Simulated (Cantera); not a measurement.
Cantera run, input and output.

```python
import numpy as np
import cantera as ct

surf = ct.Interface("ptcombust.yaml", "Pt_surf")
gas = surf.adjacent["gas"]
gas.TPX = 925, 160000, {'H2': 0.0067, 'O2': 0.065, 'N2': 0.79}
surf.TP = 925, 160000
reactor = ct.FlowReactor(gas, clone=False)
reactor.area = 0.0001  # m2
reactor.surface_area_to_volume_ratio = 140  # 1/m
reactor.mass_flow_rate = 0.73 * reactor.area * gas.density  # inlet velocity 0.73 m/s
reactor.energy_enabled = False
wall = ct.ReactorSurface(surf, reactor, clone=False)
net = ct.ReactorNet([reactor])
net.rtol, net.atol = 1e-8, 1e-16
show, cover = ['H2', 'O2', 'H2O'], ['PT(S)', 'H(S)', 'O(S)', 'OH(S)', 'CO(S)', 'C(S)']

rows = []
print(f"{'z/m':>9s}{'u/(m/s)':>9s}" + "".join(f"{s:>13s}" for s in show + cover))
for z in [0.00046, 0.00082, 0.0015, 0.0026, 0.0046, 0.0082, 0.015, 0.026, 0.046]:
    net.advance(z)
    rows.append([reactor.speed, *gas[show].X, *surf[cover].coverages])
    print(f"{z:9.4g}{rows[-1][0]:9.3g}" + "".join(f"{x:13.4e}" for x in rows[-1][1:]))
```

Output:

```
      z/m  u/(m/s)           H2           O2          H2O        PT(S)         H(S)         O(S)        OH(S)        CO(S)         C(S)
  0.00046    0.729   4.1727e-03   7.3760e-02   3.6166e-03   1.6691e-01   1.5498e-07   8.3096e-01   2.1242e-03  -2.2846e-27  -1.0432e-29
  0.00082    0.728   2.8075e-03   7.3127e-02   4.9872e-03   1.4794e-01   1.2912e-07   8.4992e-01   2.1382e-03   9.6512e-28   2.8665e-30
   0.0015    0.728   1.4438e-03   7.2494e-02   6.3561e-03   1.3199e-01   1.0825e-07   8.6586e-01   2.1462e-03   1.4497e-27   6.2716e-30
   0.0026    0.727   5.4041e-04   7.2075e-02   7.2631e-03   1.2289e-01   9.6701e-08   8.7496e-01   2.1493e-03  -1.3050e-26  -5.8229e-29
   0.0046    0.727   9.8793e-05   7.1870e-02   7.7064e-03   1.1882e-01   9.1618e-08   8.7902e-01   2.1505e-03   1.9439e-27   8.8342e-30
   0.0082    0.727   4.8816e-06   7.1826e-02   7.8007e-03   1.1799e-01   9.0581e-08   8.7986e-01   2.1507e-03   2.5707e-29   1.1460e-31
    0.015    0.727   1.6861e-08   7.1824e-02   7.8055e-03   1.1795e-01   9.0527e-08   8.7990e-01   2.1507e-03   2.6456e-29   1.1818e-31
    0.026    0.727   5.7609e-12   7.1824e-02   7.8056e-03   1.1795e-01   9.0527e-08   8.7990e-01   2.1507e-03   1.8419e-29   8.5149e-32
    0.046    0.727   3.9560e-12   7.1824e-02   7.8056e-03   1.1795e-01   9.0527e-08   8.7990e-01   2.1507e-03   2.6505e-29   1.0000e-31
```

Cantera simulation using Deutschmann's 1995 Pt surface mechanism with GRI-Mech 3.0 gas chemistry; the numbers are that mechanism's predictions, not measurements. Catalytic surfaces can have several steady states; this one follows from the mechanism file's or the stated starting coverage. Mass transfer to the wall is taken as infinitely fast.
